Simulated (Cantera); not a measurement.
Mixture: H2 : O2 : N2 = 1 : 0.581 : 2.19 (molar parts), at 1500000 Pa, adiabatic and at constant pressure. Ignition delay is the time to a rise of 400 K.

Model: the H2/O2 subset of GRI-Mech 3.0, which has no nitrogen chemistry, integrated in Cantera. The hydrogen kinetics of GRI-Mech 3.0 are dated; newer H2 mechanisms differ, most at raised pressure. The pressure lies above the range GRI-Mech 3.0 was tuned for (to about 10 atm). Below about 950 K walls govern HO2 and H2O2 in real vessels.

Question: What does this change do: constant volume in place of constant pressure?

Answer: 
| quantity | before | after |
|---|---|---|
| delay at 850 K | 0.408 s | 0.368 s |
| delay at 900 K | 94.4 ms | 85.5 ms |
| delay at 950 K | 25.5 ms | 23.3 ms |
| delay at 1000 K | 7.78 ms | 7.15 ms |
| delay at 1050 K | 2.58 ms | 2.40 ms |
| delay at 1100 K | 0.904 ms | 0.848 ms |
| apparent activation energy between 1000 and 1100 K | 200 kJ/mol | 200 kJ/mol |

Question: What does this change do: H2 1 to 0.41 parts?

Answer: 
```csv
quantity,before,after
delay at 850 K,0.408 s,0.691 s
delay at 900 K,94.4 ms,0.158 s
delay at 950 K,25.5 ms,42.1 ms
delay at 1000 K,7.78 ms,12.5 ms
delay at 1050 K,2.58 ms,4.06 ms
delay at 1100 K,0.904 ms,1.38 ms
apparent activation energy between 1000 and 1100 K,200 kJ/mol,200 kJ/mol
```
